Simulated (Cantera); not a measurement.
A freely propagating, adiabatic, planar premixed flame of 46.5 % H₂, 11.1 % O₂, 33.2 % N₂, 9.29 % H₂O, unburnt at 675 K and 1.00 bar; mixture-averaged transport, grid criteria slope 0.08 and curve 0.16, no radiation.

Computed with Cantera and the H2/O2 subset of GRI-Mech 3.0, which has no nitrogen chemistry. Burning velocities carry a grid error of a few per cent, more on coarse grids.

x: mole fraction of selected species; z is measured from the peak of heat release.

```
z (mm)  T (K)  u (m/s)   x H₂      x O₂   x H₂O     x HO₂   x H₂O₂     x OH
------  -----  -------  -----  --------  ------  --------  -------  -------
-1.31     675     11.1  0.465     0.111  0.0929     <1e-8    <1e-8    <1e-8
-0.876    675     11.1  0.465     0.111  0.0929     <1e-8    <1e-8    <1e-8
-0.657    675     11.1  0.465     0.111  0.0929     <1e-8    <1e-8    <1e-8
-0.438    675     11.1  0.465     0.111  0.0929   1.17e-6    <1e-8    <1e-8
-0.219    695     11.4  0.461     0.110  0.0944  0.000275  2.85e-6  5.83e-5
-0.110      ?     14.2  0.432     0.105       ?         ?        ?        ?
0        1263     19.8  0.337    0.0690   0.193   8.87e-5  2.45e-6  0.00236
0.110    1524     23.6  0.249    0.0199   0.288   2.29e-5  1.40e-6  0.00489
0.219    1640     25.3  0.227   0.00466   0.319   5.11e-6  9.34e-7  0.00580
0.438    1752     26.8  0.229   0.00119   0.328   1.31e-6  5.92e-7  0.00636
0.876    1867     28.3  0.239  0.000750   0.333   8.19e-7  3.39e-7  0.00638
1.75     1979     29.8  0.248         ?   0.337         ?        ?        ?
3.50     2077     31.0  0.255  0.000232   0.342   2.81e-7  9.20e-8  0.00465
```

**Question.** Complete the blanks.

**Answer.** 
- -0.110, T (K): 885
- -0.110, x H₂O: 0.114
- -0.110, x HO₂: 0.000220
- -0.110, x H₂O₂: 7.87e-6
- -0.110, x OH: 0.000600
- 1.75, x O₂: 0.000453
- 1.75, x HO₂: 5.08e-7
- 1.75, x H₂O₂: 1.80e-7
- 1.75, x OH: 0.00577
